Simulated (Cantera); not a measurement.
Standard-state values (1 bar) from the NASA 1993 polynomials, evaluated with Cantera. Values are per mole of reaction as written; species without (g) are pure solids or liquids, kept so even where they would boil at 1 bar.

1.143 Ti + O2(g) = 0.2857 Ti4O7, with ΔH° = -972.7 kJ and ΔS° = -183.5 J/K at 300 K.

### Question
How far is the shortcut ΔG° ≈ ΔH°(300 K) − T·ΔS°(300 K) from the full temperature-dependent value at 1423, 1523, 1623, 1723, 1823, 1923 K?

### Answer
| T (K) | shortcut (kJ) | full (kJ) | difference (kJ) | difference in log10 K | condensed phases |
|---|---|---|---|---|---|
| 1423 | -711.7 | -721.5 | 9.8 | -0.36 | Ti(β), Ti4O7(s) |
| 1523 | -693.3 | -704.5 | 11.2 | -0.38 | Ti(β), Ti4O7(s) |
| 1623 | -675.0 | -687.6 | 12.7 | -0.41 | Ti(β), Ti4O7(s) |
| 1723 | -656.6 | -670.8 | 14.2 | -0.43 | Ti(β), Ti4O7(s) |
| 1823 | -638.3 | -654.1 | 15.8 | -0.45 | Ti(β), Ti4O7(s) |
| 1923 | -619.9 | -637.4 | 17.5 | -0.47 | Ti(β), Ti4O7(s) |
The shortcut ignores heat capacities and the phase changes listed.
